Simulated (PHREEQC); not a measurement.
Solution (25 °C and 50 atm): 0.034 mol HF, 0.0018 mol (NH4)2SiF6 and 8.4e-05 mol HCl per kg of water. Closed to the air; pH follows from the charge balance.

All values are PHREEQC results (ion-association model, phreeqc.dat), not measurements.

```yaml
pH: 2.33
ionic_strength: 0.0106 mol/kgw
total_alkalinity: -41.3 meq/kg
```

```tsv
species	molality	activity	log γ
HF	0.0284	0.0285	0.001
H+	0.00518	0.00472	-0.040
F-	0.00460	0.00413	-0.047
NH4+	0.00360	0.00322	-0.048
SiF6-2	0.00180	0.00119	-0.179
HF2-	0.000491	0.000442	-0.046
Cl-	8.40e-5	7.55e-5	-0.046
```

This is a speciation only: nothing precipitates in the calculation. Under pressure, the constants of complexes without a molar volume in the database are unreliable. SiF6-2 is the database's only silicon fluoride.
